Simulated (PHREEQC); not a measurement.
Solution (25 °C): 0.00016 mol/kgw Ca(HCO3)2, 0.00094 mol/kgw CO2, 2.8e-07 mol/kgw H4SiO4 and 0.0016 mol/kgw NaCl. Closed to the air; pH follows from the charge balance.

Equilibrium calculation in PHREEQC: ion-association model, phreeqc.dat.

- pH = 5.86
- ionic strength = 0.00208 mol/kgw
- specific conductance = 226 µS/cm
- total alkalinity = 0.320 meq/kg

```csv
species,molality,activity,log γ
Cl-,0.00160,0.00152,-0.022
Na+,0.00160,0.00152,-0.022
CO2,0.000939,0.000939,0.000
HCO3-,0.000321,0.000305,-0.022
Ca+2,0.000160,0.000131,-0.086
H+,1.44e-6,1.37e-6,-0.020
CaHCO3+,5.35e-7,5.09e-7,-0.021
H4SiO4,2.80e-7,2.80e-7,0.000
NaHCO3,2.61e-7,2.61e-7,0.000
(CO2)2,1.62e-8,1.62e-8,0.000
CO3-2,1.28e-8,1.04e-8,-0.086
OH-,7.78e-9,7.39e-9,-0.022
```

No solid was allowed to form.
